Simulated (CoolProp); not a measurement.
Propane at 293.15 K and 1.3 MPa flows at 2.5 m/s in a round tube of 50 mm bore and 45 µm roughness, fully developed (64/Re and Nu = 3.66 if laminar; Colebrook and Gnielinski if turbulent). Each further row changes one setting.

Values from CoolProp's reference Helmholtz-energy equation of state, Lemmon 2009.

```tsv
case	Reynolds number	Darcy friction factor	pressure drop (Pa/m)	heat-transfer coefficient (W/(m² K))	mass flow (kg/h)
as stated	607000	0.0197	617	5010	8860
velocity 5 m/s	1210000	0.0194	2430	9920	17700
diameter 100 mm	1210000	0.0168	263	4400	35400
```

Viscosity comes from a separate model (Vogel 1998). Thermal conductivity comes from a separate model (Marsh 2002).
